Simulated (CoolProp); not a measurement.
Octamethylcyclotetrasiloxane (D4) along the isotherm 346.85 °C: Z from the reference equation and from simpler models built on Tc = 313.4 °C, pc = 1347 kPa, ω = 0.598; each cubic takes its own stable root.

Values from CoolProp's reference Helmholtz-energy equation of state, Thol 2015.

```csv
p (kPa),phase,reference,van der Waals,Redlich-Kwong,Soave-Redlich-Kwong,Peng-Robinson
21.3,gas,0.9955,0.9959,0.9954,0.9957,0.9951
37.9,gas,0.9920,0.9927,0.9918,0.9923,0.9913
67.4,gas,0.9857,0.9869,0.9854,0.9863,0.9845
120,gas,0.9743,0.9765,0.9738,0.9755,0.9723
213,gas,0.9539,0.9576,0.9529,0.9560,0.9504
379,gas,0.9160,0.9223,0.9142,0.9202,0.9103
674,gas,0.8438,0.8531,0.8401,0.8524,0.8355
1200,gas,0.6949,0.6946,0.6803,0.7132,0.6861
2130,supercritical,0.3714,0.3902,0.3609,0.4325,0.4030
3790,supercritical,0.4334,0.5617,0.4696,0.4971,0.4520
6740,supercritical,0.6733,0.8844,0.7088,0.7297,0.6592
```
